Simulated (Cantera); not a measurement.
A Cantera script and what it prints.

```python
import numpy as np
import cantera as ct

gas_names = """
    H2O P4O10 P4 H2O2 O2 P2
""".split()
cond_names = """
    P4O10(s)
""".split()


def load(file, names, dense=False):
    # The tables refer to 1 bar. Condensed volumes are neglected.
    table = {s.name: s for s in ct.Species.list_from_file(file)}
    out = []
    for n in names:
        d = dict(table[n].input_data)
        d["thermo"] = dict(d["thermo"], **{"reference-pressure": 1e5})
        if dense:
            d["equation-of-state"] = {"model": "constant-volume", "density": "1e6 g/cm^3"}
        out.append(ct.Species.from_dict(d))
    return out


species = {s.name: s for s in load("nasa_gas.yaml", gas_names) + load("nasa_condensed.yaml", cond_names)}
# Each term lists the table entries of one substance; the one whose range holds T is used.
reactions = {
    '10 H2O(g) + P4O10(g) = P4(g) + 10 H2O2(g)':
        [(-10, ['H2O']), (-1, ['P4O10']), (1, ['P4']), (10, ['H2O2'])],
    'P4O10 = 5 O2(g) + P4(g)':
        [(-1, ['P4O10(s)']), (5, ['O2']), (1, ['P4'])],
    'P4O10(g) = 2 P2(g) + 5 O2(g)':
        [(-1, ['P4O10']), (2, ['P2']), (5, ['O2'])],
}


def pick(names, T):
    return next(species[n] for n in names if species[n].thermo.min_temp <= T <= species[n].thermo.max_temp)


results = []
for label, terms in reactions.items():
    print(label)
    print("     T/K   dH/kJ  dS/(J/K)   dG/kJ   log10 K")
    for T in [398, 448, 498, 548, 598, 648]:
        used = [(nu, pick(names, T)) for nu, names in terms]
        dH = sum(nu * s.thermo.h(T) for nu, s in used) / 1e6
        dS = sum(nu * s.thermo.s(T) for nu, s in used) / 1e3
        dG = dH - T * dS / 1e3
        logK = -dG * 1e6 / (ct.gas_constant * T * np.log(10))
        results.append((label, T, dH, dS, dG, logK, [s.name for _, s in used]))
        print(f"{T:8g} {dH:8.1f} {dS:8.1f} {dG:8.1f} {logK:8.2f}")
```

It prints:

```
10 H2O(g) + P4O10(g) = P4(g) + 10 H2O2(g)
     T/K   dH/kJ  dS/(J/K)   dG/kJ   log10 K
     398   4014.8    323.1   3886.2  -510.02
     448   4013.2    319.3   3870.1  -451.23
     498   4011.7    316.1   3854.2  -404.26
     548   4010.3    313.6   3838.5  -365.87
     598   4009.2    311.5   3822.9  -333.92
     648   4008.1    309.8   3807.3  -306.90
P4O10 = 5 O2(g) + P4(g)
     T/K   dH/kJ  dS/(J/K)   dG/kJ   log10 K
     398   3067.2   1072.3   2640.4  -346.53
     448   3065.0   1067.1   2586.9  -301.62
     498   3062.0   1060.8   2533.7  -265.76
     548   3058.2   1053.6   2480.9  -236.47
     598   3053.8   1045.8   2428.4  -212.11
     648   3048.6   1037.5   2376.3  -191.55
P4O10(g) = 2 P2(g) + 5 O2(g)
     T/K   dH/kJ  dS/(J/K)   dG/kJ   log10 K
     398   3192.0   1059.8   2770.2  -363.56
     448   3191.2   1058.1   2717.2  -316.81
     498   3190.0   1055.5   2664.4  -279.46
     548   3188.4   1052.4   2611.7  -248.94
     598   3186.5   1049.1   2559.1  -223.53
     648   3184.4   1045.7   2506.8  -202.06
```

Cantera with NASA thermochemical tables; ideal gases at 1 bar, condensed phases pure. Condensed species are held in their standard states even where they would react or evaporate.
